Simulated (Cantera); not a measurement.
What does this Cantera script print?

```python
import numpy as np
import cantera as ct

gas_names = [...]  # 110 gases of nasa_gas.yaml made of C, H, O
cond_names = """
    C(gr) C6H6(L) C7H8(L) C8H18(L),n-octa H2O(s) H2O(L)
""".split()


# ... load() reads the species with a 1 bar reference pressure and builds the phases ...
atoms = {
    'C6H6': {'C': 6, 'H': 6},
    'CO2': {'C': 1, 'O': 2},
}
top_T = {'C(gr)': 4500}  # K; cautious upper limits of use, not melting points


# ... equilibrate(T, P, feed) seeds the gas with the atoms and calls Mixture.equilibrate('TP', solver="vcs", rtol=1e-11, max_steps=5000) ...
results = []
feed = {'C6H6': 1, 'CO2': 5.3}  # mol
T = 1550  # K
P = 133.322  # Pa
mix = equilibrate(T, P, feed)
results.append((T, P, feed, dict(zip(mix.species_names, mix.species_moles))))
x = sorted(zip(gas.X, gas.species_names), reverse=True)
print(f"T = {T:g} K  P = {P:g} Pa  gas = {mix.phase_moles(0):.4g} mol")
print("   x: " + "  ".join(f"{s} {v:.3e}" for v, s in x if v > 1e-05))
print("   condensed (mol): " + ("  ".join(f"{mix.phase(i).name} {mix.phase_moles(i):.4g}"
      for i in range(1, mix.n_phases) if mix.phase_moles(i) > 1e-12) or "none"))
```

Output:

```
T = 1550 K  P = 133.322 Pa  gas = 13.6 mol
   x: CO 7.793e-01  H2 2.203e-01  H 4.049e-04
   condensed (mol): C(gr) 0.6999
```

These are equilibrium values from Cantera (NASA tables, ideal gas, pure condensed phases), not measurements of a reactor.
